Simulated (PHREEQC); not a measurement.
Dissolve 0.0086 mol NH4Cl, 0.28 mol NH3 and 0.0022 mol NaCl per kg of water at 25 °C. Closed to the air; pH follows from the charge balance.

The numbers come from PHREEQC with the ion-association model, phreeqc.dat.

| Property | Result |
|---|---|
| pH | 10.78 |
| ionic strength | 0.0115 mol/kgw |
| specific conductance | 1630 µS/cm |
| total alkalinity | 280 meq/kg |

```csv
species,molality,activity,log γ
NH3,0.279,0.280,0.001
Cl-,0.0108,0.00966,-0.048
NH4+,0.00927,0.00826,-0.050
Na+,0.00220,0.00198,-0.047
OH-,0.000670,0.000599,-0.049
```

Precipitation was switched off in this run.
